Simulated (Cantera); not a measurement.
An isothermal, constant-pressure homogeneous reactor starts with H2 : O2 : N2 = 0.67 : 1 : 14 (molar parts), at 975 K and 750 Torr.

Model: the H2/O2 subset of GRI-Mech 3.0, which has no nitrogen chemistry, integrated in Cantera. The temperature is held fixed by assumption; the heat of reaction is taken as removed at once.

x: mole fraction; the columns are a selection and need not sum to one.

```json
[
 {"t (s)": "8.00e-6", "x H2": "0.0428", "x O2": "0.0638", "x HO2": "9.25e-12", "x H2O2": "<1e-12", "x O": "<1e-12", "x OH": "<1e-12", "x H": "6.54e-12"},
 {"t (s)": "2.81e-5", "x H2": "0.0428", "x O2": "0.0638", "x HO2": "4.28e-11", "x H2O2": "<1e-12", "x O": "4.53e-12", "x OH": "1.60e-12", "x H": "2.08e-11"},
 {"t (s)": "9.88e-5", "x H2": "0.0428", "x O2": "0.0638", "x HO2": "2.96e-10", "x H2O2": "<1e-12", "x O": "2.53e-11", "x OH": "7.98e-12", "x H": "8.87e-11"},
 {"t (s)": "0.000347", "x H2": "0.0428", "x O2": "0.0638", "x HO2": "5.52e-9", "x H2O2": "1.24e-11", "x O": "2.95e-10", "x OH": "9.10e-11", "x H": "9.71e-10"},
 {"t (s)": "0.00122", "x H2": "0.0427", "x O2": "0.0638", "x HO2": "4.59e-6", "x H2O2": "3.49e-8", "x O": "2.35e-7", "x OH": "8.13e-8", "x H": "7.80e-7"},
 {"t (s)": "0.00429", "x H2": "0.00743", "x O2": "0.0469", "x HO2": "2.91e-5", "x H2O2": "1.68e-5", "x O": "3.15e-6", "x OH": "2.56e-6", "x H": "3.17e-6"},
 {"t (s)": "0.0151", "x H2": "0.00646", "x O2": "0.0464", "x HO2": "2.29e-5", "x H2O2": "4.79e-5", "x O": "9.83e-7", "x OH": "8.10e-7", "x H": "9.12e-7"},
 {"t (s)": "0.0530", "x H2": "0.00404", "x O2": "0.0453", "x HO2": "1.88e-5", "x H2O2": "4.63e-5", "x O": "7.65e-7", "x OH": "7.10e-7", "x H": "5.19e-7"},
 {"t (s)": "0.186", "x H2": "[?]", "x O2": "0.0440", "x HO2": "[?]", "x H2O2": "[?]", "x O": "[?]", "x OH": "[?]", "x H": "[?]"},
 {"t (s)": "0.655", "x H2": "0.000194", "x O2": "0.0435", "x HO2": "2.53e-6", "x H2O2": "1.22e-6", "x O": "6.19e-8", "x OH": "1.64e-7", "x H": "6.76e-9"},
 {"t (s)": "2.30", "x H2": "2.62e-5", "x O2": "0.0434", "x HO2": "4.74e-7", "x H2O2": "4.41e-8", "x O": "3.76e-9", "x OH": "4.45e-8", "x H": "2.51e-10"},
 {"t (s)": "8.09", "x H2": "4.01e-6", "x O2": "0.0434", "x HO2": "8.88e-8", "x H2O2": "1.66e-9", "x O": "2.13e-10", "x OH": "1.34e-8", "x H": "1.27e-11"},
 {"t (s)": "28.5", "x H2": "3.27e-7", "x O2": "0.0434", "x HO2": "9.96e-9", "x H2O2": "3.55e-11", "x O": "1.15e-11", "x OH": "6.74e-9", "x H": "<1e-12"},
 {"t (s)": "100", "x H2": "1.40e-11", "x O2": "0.0434", "x HO2": "1.63e-10", "x H2O2": "9.73e-12", "x O": "7.86e-12", "x OH": "2.24e-8", "x H": "<1e-12"}
]
```

**Question.** Some entries are withheld; supply them.

**Answer.** 
- 0.186, x H2: 0.00128
- 0.186, x HO2: 9.74e-6
- 0.186, x H2O2: 1.60e-5
- 0.186, x O: 3.57e-7
- 0.186, x OH: 4.28e-7
- 0.186, x H: 1.10e-7
